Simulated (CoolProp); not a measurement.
Vapour-liquid equilibrium of benzene (1) + m-xylene (2) at 16.85 °C; x and y are mole fractions of (1).

Computed with CoolProp (multi-fluid Helmholtz-energy mixture model, Thol 2012 and Zhou 2012; pair parameters Bell 2016).

### Question
Give the bubble pressure and the first vapour's composition at x = 0.45, 0.75, 0.95. Is there an azeotrope?

### Answer
x = 0.45: 4.265 kPa, y = 0.910; x = 0.75: 6.615 kPa, y = 0.973; x = 0.95: 8.205 kPa, y = 0.996. No azeotrope shows between x = 0.05 and 0.95.

The pair parameters rest on a limited set of measurements; away from them the model extrapolates.
